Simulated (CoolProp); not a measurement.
Vapour-liquid equilibrium of CH2F2 (R32) (1) + R1234ze(E) (2) at 105 kPa; x and y are mole fractions of (1).

Computed with CoolProp (multi-fluid Helmholtz-energy mixture model, Tillner-Roth 1997 and Thol 2016; pair parameters Bell 2023).

| x | bubble temperature, mixture model (K) | bubble temperature, Raoult's law (K) | y, mixture model | y, Raoult's law |
|---|---|---|---|---|
| 0.05 | 250.7 | 251.6 | 0.208 | 0.182 |
| 0.2 | 241.1 | 243.5 | 0.565 | 0.528 |
| 0.35 | 235.0 | 237.4 | 0.731 | 0.715 |
| 0.5 | 230.9 | 232.7 | 0.824 | 0.829 |
| 0.65 | 227.9 | 228.9 | 0.888 | 0.903 |
| 0.8 | 225.3 | 225.7 | 0.939 | 0.954 |
| 0.95 | 222.9 | 223.0 | 0.985 | 0.990 |

The largest gap from Raoult's law is -2.4 K in bubble temperature, at x = 0.35. No azeotrope shows between x = 0.05 and 0.95.

Pair parameters are fitted to limited data, so mixtures are less certain than the pure fluids.
